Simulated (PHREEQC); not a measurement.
A solution holds 0.34 mmol/kgw NH3 and 0.96 mmol/kgw CO2, at 25 °C. Closed to the air; pH follows from the charge balance.

The numbers come from PHREEQC with the ion-association model, wateq4f.dat.

Precipitation was switched off in this run.

Q: Predict the pH.

A: pH 6.08.

Q: In which forms is C present?

A: CO2 65 %, HCO3- 35 % of the C.

Complexes and solids missing from the database can't appear.
